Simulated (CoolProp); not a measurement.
A single-stage vapour-compression cycle with propane: evaporating at 245.15 K (dew point), condensing at 313.15 K (bubble point), superheat 2 K, subcooling 5 K, compressor efficiency 0.85, no pressure losses. Each further row changes one setting.

Model: reference Helmholtz-energy equation of state, Lemmon 2009, in CoolProp.

```csv
case,cooling COP,pressure ratio,discharge temperature (K),refrigerating effect (kJ/kg),volumetric capacity (kJ/m³)
as stated,2.23,7.55,333.6,253,1040
evaporating temperature 250.15 K,2.52,6.25,331.4,259,1270
condensing temperature 308.15 K,2.51,6.71,328.1,267,1100
subcooling 10 K,2.36,7.55,333.6,267,1100
superheat 12 K,2.26,7.55,343.5,268,1060
compressor efficiency 0.75,1.97,7.55,340.7,253,1040
```
